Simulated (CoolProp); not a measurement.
Saturation properties of trans-2-butene.

Computed with CoolProp (reference Helmholtz-energy equation of state, Lemmon 2005). It is a short technical equation, of lower accuracy than the large ones.

```json
[
 {"T (°C)": "-22.85", "p (kPa)": "37.08", "enthalpy of vaporisation (kJ/kg)": "426.3", "surface tension (mN/m)": "19.1"},
 {"T (°C)": "-18.95", "p (kPa)": "44.40", "enthalpy of vaporisation (kJ/kg)": "422.9", "surface tension (mN/m)": "[?]"},
 {"T (°C)": "-15.05", "p (kPa)": "52.82", "enthalpy of vaporisation (kJ/kg)": "419.5", "surface tension (mN/m)": "18.1"},
 {"T (°C)": "-11.25", "p (kPa)": "62.22", "enthalpy of vaporisation (kJ/kg)": "416.2", "surface tension (mN/m)": "17.6"},
 {"T (°C)": "-7.35", "p (kPa)": "73.18", "enthalpy of vaporisation (kJ/kg)": "412.7", "surface tension (mN/m)": "17.1"},
 {"T (°C)": "-3.45", "p (kPa)": "85.63", "enthalpy of vaporisation (kJ/kg)": "409.2", "surface tension (mN/m)": "16.6"},
 {"T (°C)": "0.35", "p (kPa)": "99.29", "enthalpy of vaporisation (kJ/kg)": "405.7", "surface tension (mN/m)": "16.1"},
 {"T (°C)": "4.25", "p (kPa)": "115.0", "enthalpy of vaporisation (kJ/kg)": "402.0", "surface tension (mN/m)": "15.6"},
 {"T (°C)": "8.15", "p (kPa)": "132.7", "enthalpy of vaporisation (kJ/kg)": "398.3", "surface tension (mN/m)": "15.2"},
 {"T (°C)": "11.95", "p (kPa)": "151.8", "enthalpy of vaporisation (kJ/kg)": "394.6", "surface tension (mN/m)": "[?]"},
 {"T (°C)": "15.85", "p (kPa)": "173.6", "enthalpy of vaporisation (kJ/kg)": "390.8", "surface tension (mN/m)": "14.2"},
 {"T (°C)": "19.75", "p (kPa)": "[?]", "enthalpy of vaporisation (kJ/kg)": "386.8", "surface tension (mN/m)": "[?]"}
]
```

**Question.** Fill in the missing entries.

**Answer.** 
- -18.95, surface tension (mN/m): 18.6
- 11.95, surface tension (mN/m): 14.7
- 19.75, p (kPa): 197.7
- 19.75, surface tension (mN/m): 13.7

It boils at 0.9 °C under 1 atm.

Surface tension comes from a separate correlation (Mulero 2014).
